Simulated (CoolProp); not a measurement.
Aqueous methanol as a coolant, 57 % by mass, freezing at -67.2 °C, 1 atm.

Values from CoolProp's Melinder's fits for secondary coolants.

```tsv
T (°C)	density (kg/m³)	viscosity (mPa s)	conductivity (W/(m K))	Prandtl number
-9.3	921.5	4.18	0.315	42.2
-3	917.2	3.33	0.316	34.2
3.3	912.8	2.70	0.317	28.2
9.6	908.4	2.22	0.318	23.5
15.9	904.0	1.85	0.319	19.8
22.2	899.5	1.56	0.320	16.8
28.5	895.1	1.33	0.321	14.4
34.9	890.5	1.13	0.323	12.3
```
